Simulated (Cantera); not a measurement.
Charge: 1 mol Si3N4, 0.67 mol H2O, 25 mol H2, held at 0.420 bar.

Method: chemical equilibrium by Gibbs-energy minimisation in Cantera with the NASA 1993 tables (ideal gas, pure condensed phases). Candidate condensed phases: H2O, Si, SiO2, Si2N2O, Si3N4; 35 gas species. Mutual solubility and eutectic melting of coexisting phases are not modelled. Gases not in the tables: Si2H6 and higher silanes. Kinetics and transport are ignored. All values below are at 1950 K.

Base state: H2 0.910, N2 0.0676, SiO 0.0204, H 0.00169, SiH2 7.22e-5, Si 5.67e-5, SiH 2.68e-5 (mole fractions); condensed: Si(l) + Si2N2O(s).

Problem. What changes in the equilibrium state with this change: pressure from 0.420 bar to 63.0 Pa?

Solution. 
```json
[
 {"species": "H2", "before": "0.910", "after": "0.831"},
 {"species": "N2", "before": "0.0676", "after": "0.0663"},
 {"species": "H", "before": "0.00169", "after": "0.0416"},
 {"species": "Si", "before": "5.67e-5", "after": "0.0378"},
 {"species": "SiO", "before": "0.0204", "after": "0.0222"},
 {"species": "Si3", "before": "1.14e-7", "after": "7.61e-5"},
 {"species": "Si2", "before": "5.19e-7", "after": "0.000346"},
 {"species": "SiN", "before": "2.81e-6", "after": "7.19e-5"},
 {"species": "Si2N", "before": "3.87e-6", "after": "9.90e-5"},
 {"species": "Si(l), mol", "before": "2.23", "after": "1.13"},
 {"species": "Si2N2O(s), mol", "before": "0.0965", "after": "0"}
]
```
The tables' values for SiN are old estimates; treat these amounts as uncertain.
